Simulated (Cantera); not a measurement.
A freely propagating, adiabatic, planar premixed flame of 9.78 % CO, 8.81 % H₂, 4.99 % CH₄, 16.0 % O₂, 60.4 % N₂, equivalence ratio 1.2, unburnt at 623 K and 0.100 bar; unity-Lewis-number transport, grid criteria slope 0.08 and curve 0.16, no radiation.

Model: GRI-Mech 3.0 (53 species, 325 reactions), integrated in Cantera. Unity Lewis numbers drop preferential diffusion, which matters most where H2 and H carry the flame. Burning velocities carry a grid error of a few per cent, more on coarse grids.

Predict: laminar burning velocity; thermal thickness; peak x(CH₂O); peak x(HCN); peak x(OH).


- laminar burning velocity = 249 cm/s
- thermal thickness = 2.81 mm
- peak x(CH₂O) = 0.000457
- peak x(HCN) = 2.91e-7
- peak x(OH) = 0.0125
